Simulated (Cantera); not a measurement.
Charge: 1 mol SiCl4, 0.098 mol O3, 10 mol N2, held at 1098.15 K and 1.33 mbar.

Method: chemical equilibrium by Gibbs-energy minimisation in Cantera with the NASA 1993 tables (ideal gas, pure condensed phases). Candidate condensed phases: Si, SiO2, Si2N2O, Si3N4; 23 gas species. Equilibrium is a limit: real reactors are often held back by kinetics, nucleation or transport.

Base state: N2 0.894, SiCl4 0.0763, Cl2 0.0232, Cl 0.00618 (mole fractions); condensed: SiO2(β-quartz).

**Question.** What changes in the equilibrium state with this change: 1.4 mol Cl2 added?

**Answer.** 
| species | before | after |
|---|---|---|
| N2 | 0.894 | 0.791 |
| Cl2 | 0.0232 | 0.127 |
| SiCl4 | 0.0763 | 0.0675 |
| Cl | 0.00618 | 0.0144 |
| SiO2(β-quartz), mol | 0.147 | 0.147 |
